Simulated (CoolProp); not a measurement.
Vapour-liquid equilibrium of p-xylene (1) + n-undecane (2) at 526.5 K; x and y are mole fractions of (1).

Values from CoolProp's multi-fluid Helmholtz-energy mixture model, Zhou 2012 and Aleksandrov 2011; pair parameters Bell 2016.

### Question
Give the bubble pressure and the first vapour's composition at x = 0.725, 0.8, 0.95. Is there an azeotrope?

### Answer
x = 0.725: 822.0 kPa, y = 0.861; x = 0.8: 880.2 kPa, y = 0.904; x = 0.95: 1001 kPa, y = 0.978. No azeotrope shows between x = 0.05 and 0.95.

Pair parameters are fitted to limited data, so mixtures are less certain than the pure fluids.
